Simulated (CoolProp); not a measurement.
Vapour-liquid equilibrium of cyclohexane (1) + m-xylene (2) at 65.15 °C; x and y are mole fractions of (1).

Model: multi-fluid Helmholtz-energy mixture model, Zhou 2014 and Zhou 2012; pair parameters Bell 2016, in CoolProp.

Give the bubble pressure and the first vapour's composition at x = 0.25, 0.45, 0.95. Is there an azeotrope?

x = 0.25: 25.17 kPa, y = 0.747; x = 0.45: 36.17 kPa, y = 0.863; x = 0.95: 59.41 kPa, y = 0.990. No azeotrope shows between x = 0.05 and 0.95.

Pair parameters are fitted to limited data, so mixtures are less certain than the pure fluids.
